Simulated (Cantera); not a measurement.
Cantera run:

```python
import numpy as np
import cantera as ct

gas_names = """
    H HNO HNO2 HNO3 HO2 H2 H2O H2O2 N NH NH2 NH3 NH2OH NO NO2 NO3 N2 N2H2 N2H4 N2O O OH O2 O3 Si SiH
    SiH2 SiH3 SiH4 SiN SiO SiO2 Si2 Si2N Si3
""".split()
cond_names = """
    H2O(s) H2O(L) Si(cr) Si(L) SiO2(Lqz) SiO2(hqz) SiO2(L) Si2N2O(s) Si3N4(a)
""".split()


# ... load() reads the species with a 1 bar reference pressure and builds the phases ...
atoms = {
    'Si3N4': {'Si': 3, 'N': 4},
    'H2O': {'H': 2, 'O': 1},
    'H2': {'H': 2},
    'O2': {'O': 2},
}
top_T = {'Si2N2O(s)': 2100, 'Si3N4(a)': 2400}  # K; cautious upper limits of use, not melting points


# ... equilibrate(T, P, feed) seeds the gas with the atoms and calls Mixture.equilibrate('TP', solver="vcs", rtol=1e-11, max_steps=5000) ...
results = []
feed = {'Si3N4': 1, 'H2O': 0.57, 'H2': 42, 'O2': 0.35}  # mol
P = 290  # Pa
for T in [900, 1000, 1100, 1200, 1300, 1400, 1500, 1600, 1700, 1800, 1900, 2000, 2100, 2200]:
    mix = equilibrate(T, P, feed)
    results.append((T, P, feed, dict(zip(mix.species_names, mix.species_moles))))

top = {s: max(r[3][s] / sum(r[3][g] for g in gas_names) for r in results) for s in gas_names}
cols = sorted((s for s in top if top[s] > 1e-05), key=lambda s: -top[s])[:7]
seen = [c for c in cond_names if any(r[3].get(c, 0) > 1e-12 for r in results)]
print("log10 of partial pressures in bar; condensed amounts in mol")
print(f"{'T/K':>10s}" + "".join(f"{s[:9]:>10s}" for s in cols + seen))
for T, P, feed, n in results:
    ng = sum(n[g] for g in gas_names)
    print(f"{T:10.4g}" + "".join(f"{np.log10(max(n[s] / ng * P / 1e5, 1e-99)):10.3f}" for s in cols)
          + "".join(f"{n.get(c, 0):10.4g}" for c in seen))
```

Result:

```
log10 of partial pressures in bar; condensed amounts in mol
       T/K        H2         H        N2        Si       SiO       SiH       Si2    Si(cr)     Si(L) Si2N2O(s)  Si3N4(a)
       900    -2.542   -11.203    -4.544   -23.958   -19.549   -22.944   -35.599         0         0      1.27    0.1533
      1000    -2.542    -9.915    -4.544   -19.913   -16.137   -19.342   -29.319         0         0      1.27    0.1533
      1100    -2.542    -8.858    -4.544   -16.608   -13.354   -16.400   -24.189         0         0      1.27    0.1533
      1200    -2.542    -7.976    -4.544   -13.858   -11.043   -13.953   -19.922         0         0      1.27    0.1533
      1300    -2.542    -7.227    -4.544   -11.536    -9.093   -11.888   -16.320         0         0      1.27    0.1533
      1400    -2.542    -6.584    -4.544    -9.549    -7.428   -10.122   -13.240         0         0     1.269    0.1535
      1500    -2.545    -6.027    -4.324    -7.978    -6.063    -8.744   -10.871    0.4198         0     1.257   0.01761
      1600    -2.555    -5.542    -4.100    -7.011    -4.499    -7.950    -9.614    0.9419         0    0.7861         0
      1700    -2.571    -5.117    -3.899    -6.168    -4.096    -7.264    -8.527         0     1.717         0         0
      1800    -2.573    -4.733    -3.900    -5.498    -4.097    -6.728    -7.717         0     1.673         0         0
      1900    -2.578    -4.390    -3.903    -4.899    -4.100    -6.250    -6.994         0      1.51         0         0
      2000    -2.590    -4.084    -3.911    -4.361    -4.108    -5.825    -6.345         0    0.9649         0         0
      2100    -2.611    -3.812    -3.926    -4.013    -4.122    -5.584    -6.037         0         0         0         0
      2200    -2.631    -3.565    -3.935    -4.013    -4.132    -5.682    -6.387         0         0         0         0
```

These are equilibrium values from Cantera (NASA tables, ideal gas, pure condensed phases), not measurements of a reactor. Mutual solubility and eutectic melting of coexisting phases are not modelled. The tables' values for SiN are old estimates; treat these amounts as uncertain. Gases not in the tables: Si2H6 and higher silanes.
